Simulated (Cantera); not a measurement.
Input: 1 mol (CH3)2SiCl2, 0.023 mol HCl, 320 mol H2, at 1600 K.

These are equilibrium values from Cantera (NASA tables, ideal gas, pure condensed phases), not measurements of a reactor. Candidate condensed phases: C, C6H6, C7H8, C8H18, Si, SiC; 109 gas species. The feed counts by its element totals alone. The numbers say what is thermodynamically allowed, not how fast it happens.

x: gas mole fraction; n: condensed amount in mol.

| P (Pa) | x H2 | x HCl | x H | x CH4 | x C2H2 (acetylene) | x Cl | x C2H4 | n C(graphite) | n SiC(s) |
|---|---|---|---|---|---|---|---|---|---|
| 100 | 0.992 | 0.00623 | 0.00171 | ? | 2.73e-5 | 8.50e-6 | 3.02e-9 | 0.983 | 0.999 |
| 220 | 0.993 | 0.00623 | 0.00115 | ? | 2.73e-5 | 5.73e-6 | 6.64e-9 | 0.982 | 0.999 |
| 460 | 0.993 | 0.00623 | 0.000799 | ? | 2.73e-5 | 3.97e-6 | 1.39e-8 | 0.980 | 0.999 |
| 1000 | 0.993 | 0.00624 | 0.000542 | ? | 2.73e-5 | 2.69e-6 | 3.02e-8 | 0.978 | 0.999 |
| 2200 | 0.993 | 0.00624 | 0.000365 | ? | 2.73e-5 | 1.81e-6 | 6.65e-8 | 0.971 | 0.999 |
| 4600 | 0.993 | 0.00624 | 0.000253 | ? | 2.73e-5 | 1.26e-6 | 1.39e-7 | 0.959 | 1.000 |
| 10000 | 0.993 | 0.00624 | 0.000171 | ? | 2.73e-5 | 8.51e-7 | 3.03e-7 | 0.930 | 1.000 |
| 22000 | 0.993 | 0.00624 | 0.000116 | ? | 2.73e-5 | 5.74e-7 | 6.65e-7 | 0.867 | 1.000 |
| 46000 | 0.993 | 0.00624 | 7.99e-5 | ? | 2.73e-5 | 3.97e-7 | 1.39e-6 | 0.742 | 1.000 |
| 100000 | 0.992 | 0.00625 | 5.42e-5 | ? | 2.73e-5 | 2.70e-7 | 3.02e-6 | 0.461 | 0.999 |

Question: Fill in the missing entries.

Answer: 
- 100, x CH4: 1.61e-6
- 220, x CH4: 3.54e-6
- 460, x CH4: 7.40e-6
- 1000, x CH4: 1.61e-5
- 2200, x CH4: 3.54e-5
- 4600, x CH4: 7.41e-5
- 10000, x CH4: 0.000161
- 22000, x CH4: 0.000354
- 46000, x CH4: 0.000740
- 100000, x CH4: 0.00161
